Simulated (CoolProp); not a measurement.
Vapour-liquid equilibrium of fluoroethane (R161) (1) + R134a (2) at 994 kPa; x and y are mole fractions of (1).

Model: multi-fluid Helmholtz-energy mixture model, Wu 2012 and Tillner-Roth 1994; pair parameters Bell 2016, in CoolProp.

```json
[
 {"x": "0.05", "bubble temperature (K)": "311.9", "y at the bubble point": "0.058", "dew temperature at overall composition x (K)": "312.0", "liquid density (mol/L)": "11.42"},
 {"x": "0.125", "bubble temperature (K)": "311.3", "y at the bubble point": "0.145", "dew temperature at overall composition x (K)": "311.4", "liquid density (mol/L)": "11.64"},
 {"x": "0.2", "bubble temperature (K)": "310.6", "y at the bubble point": "0.231", "dew temperature at overall composition x (K)": "310.8", "liquid density (mol/L)": "11.86"},
 {"x": "0.275", "bubble temperature (K)": "309.8", "y at the bubble point": "0.315", "dew temperature at overall composition x (K)": "310.2", "liquid density (mol/L)": "12.09"},
 {"x": "0.35", "bubble temperature (K)": "309.1", "y at the bubble point": "0.398", "dew temperature at overall composition x (K)": "309.5", "liquid density (mol/L)": "12.33"},
 {"x": "0.425", "bubble temperature (K)": "308.3", "y at the bubble point": "0.480", "dew temperature at overall composition x (K)": "308.8", "liquid density (mol/L)": "12.58"},
 {"x": "0.5", "bubble temperature (K)": "307.4", "y at the bubble point": "(withheld)", "dew temperature at overall composition x (K)": "308.0", "liquid density (mol/L)": "12.83"},
 {"x": "0.575", "bubble temperature (K)": "306.5", "y at the bubble point": "0.635", "dew temperature at overall composition x (K)": "307.2", "liquid density (mol/L)": "13.09"},
 {"x": "0.65", "bubble temperature (K)": "305.6", "y at the bubble point": "0.708", "dew temperature at overall composition x (K)": "306.3", "liquid density (mol/L)": "13.35"},
 {"x": "0.725", "bubble temperature (K)": "304.6", "y at the bubble point": "0.778", "dew temperature at overall composition x (K)": "305.3", "liquid density (mol/L)": "(withheld)"},
 {"x": "0.8", "bubble temperature (K)": "303.6", "y at the bubble point": "(withheld)", "dew temperature at overall composition x (K)": "304.3", "liquid density (mol/L)": "13.90"},
 {"x": "0.875", "bubble temperature (K)": "302.6", "y at the bubble point": "0.906", "dew temperature at overall composition x (K)": "303.1", "liquid density (mol/L)": "14.19"},
 {"x": "0.95", "bubble temperature (K)": "301.5", "y at the bubble point": "0.964", "dew temperature at overall composition x (K)": "301.8", "liquid density (mol/L)": "(withheld)"}
]
```

Task: Complete the blanks.

Result: 
- 0.5, y at the bubble point: 0.559
- 0.725, liquid density (mol/L): 13.62
- 0.8, y at the bubble point: 0.844
- 0.95, liquid density (mol/L): 14.48

No azeotrope shows between x = 0.05 and 0.95.

The pair parameters rest on a limited set of measurements; away from them the model extrapolates.
